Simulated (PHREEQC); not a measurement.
Make-up at 25 °C: 0.0014 mol CuCl2 and 5.5e-05 mol H2SO4 per kg of water. Closed to the air; pH follows from the charge balance.

Model: ion-association model, wateq4f.dat, run in PHREEQC.

```
Property                   Result
----------------  ---------------
pH                           3.99
ionic strength    0.00432 mol/kgw
total alkalinity    -0.110 meq/kg
```

```csv
species,molality,activity,log γ
Cl-,0.00279,0.00260,-0.031
Cu+2,0.00138,0.00105,-0.119
H+,0.000110,0.000103,-0.028
SO4-2,4.70e-5,3.55e-5,-0.121
CuCl+,7.91e-6,7.37e-6,-0.031
CuSO4,7.64e-6,7.64e-6,0.000
HSO4-,3.81e-7,3.55e-7,-0.031
```

This is a speciation only: nothing precipitates in the calculation.
